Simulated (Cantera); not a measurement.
**Equilibrium for silicon nitride deposition: SiF4 + NH3 + H2**

A closed system holds: 1 mol SiF4, 4.1 mol NH3, 0.24 mol H2, held at 0.580 bar.

Equilibrium computed with Cantera from the NASA thermochemical tables; the gas is ideal and each condensed phase is pure. Candidate condensed phases: Si, Si3N4; 37 gas species. The tables' values for SiF3, SiF2 are old estimates; treat these amounts as uncertain. Equilibrium is a limit: real reactors are often held back by kinetics, nucleation or transport.

From 1023 K to 1323 K the condensed part is Si3N4(s). From 1423 K to 1623 K nothing is condensed. The main Si-bearing gas is SiF4 throughout.

```json
[
 {"T (K)": "1023", "x H2": "0.676", "x N2": "0.217", "x SiF4": "0.106", "x HF": "0.000611", "n Si3N4(s)": "0.000189"},
 {"T (K)": "1123", "x H2": "0.676", "x N2": "0.217", "x SiF4": "0.105", "x HF": "0.00123", "n Si3N4(s)": "0.000349"},
 {"T (K)": "1223", "x H2": "0.675", "x N2": "0.217", "x SiF4": "0.104", "x HF": "0.00220", "n Si3N4(s)": "0.000518"},
 {"T (K)": "1323", "x H2": "0.674", "x N2": "0.217", "x SiF4": "0.103", "x HF": "0.00360", "n Si3N4(s)": "0.000503"},
 {"T (K)": "1423", "x H2": "0.672", "x N2": "0.217", "x SiF4": "0.100", "x HF": "0.00558", "n Si3N4(s)": "0"},
 {"T (K)": "1523", "x H2": "0.668", "x N2": "0.217", "x SiF4": "0.0966", "x HF": "0.00930", "n Si3N4(s)": "0"},
 {"T (K)": "1623", "x H2": "0.663", "x N2": "0.216", "x SiF4": "0.0909", "x HF": "0.0150", "n Si3N4(s)": "0"}
]
```
x: gas mole fraction; n: condensed amount in mol.
